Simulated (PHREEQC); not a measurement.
Model water analysis in mg/L, 25 °C, pH 6.15, pe 10.4: Na 2.43; K 1.68; Ca 8.73; Mg 5.1; Cl 10.2; S(6) as SO4 4.35; Alkalinity as HCO3 38.2; Zn 0.217; Si as SiO2 0.318.

Valence states are taken as typed.

Equilibrium calculation in PHREEQC: ion-association model, wateq4f.dat.

```tsv
quantity	before	after
CO2 (mol/kgw)	0.000951	0.00111
HCO3- (mol/kgw)	0.000624	0.000624
SO4-2 (mol/kgw)	4.25e-5	4.29e-5
Zn+2 (mol/kgw)	3.07e-6	3.08e-6
MgSO4 (mol/kgw)	1.47e-6	1.15e-6
CaHCO3+ (mol/kgw)	1.44e-6	1.20e-6
SI of Quartz (SiO2)	-1.30	-1.14
```

Which change was made?
A. temperature from 25 to 15 °C at the same typed pH
B. all concentrations times 3 at the same typed pH
C. pH from 6.15 to 5.5 at the same alkalinity

A, temperature from 25 to 15 °C at the same typed pH

This is a speciation only: nothing precipitates in the calculation.
